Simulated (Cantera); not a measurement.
An adiabatic, constant-pressure homogeneous reactor starts with 48.7 % H₂, 10.1 % O₂, 38.1 % N₂, 3.07 % H₂O, at 1100 K and 7.30 bar.

Cantera simulation using the H2/O2 subset of GRI-Mech 3.0, which has no nitrogen chemistry; the numbers are that mechanism's predictions, not measurements. The hydrogen kinetics of GRI-Mech 3.0 are dated; newer H2 mechanisms differ, most at raised pressure.

### Question
Predict: time of steepest temperature rise; temperature at 9.00 s; equilibrium temperature; x(H₂) at 9.00 s; x(O₂) at 9.00 s; x(H₂O) at 9.00 s; x(H₂O₂) at 9.00 s; x(HO₂) at 9.00 s.

### Answer
| Item | Result |
|---|---|
| time of steepest temperature rise | 0.818 ms |
| temperature at 9.00 s | 2514 K |
| equilibrium temperature | 2514 K |
| x(H₂) at 9.00 s | 0.313 (gas-phase equilibrium 0.313) |
| x(O₂) at 9.00 s | 3.81e-6 (gas-phase equilibrium 3.81e-6) |
| x(H₂O) at 9.00 s | 0.258 (gas-phase equilibrium 0.258) |
| x(H₂O₂) at 9.00 s | 9.86e-9 (gas-phase equilibrium 9.86e-9) |
| x(HO₂) at 9.00 s | 1.09e-8 (gas-phase equilibrium 1.09e-8) |
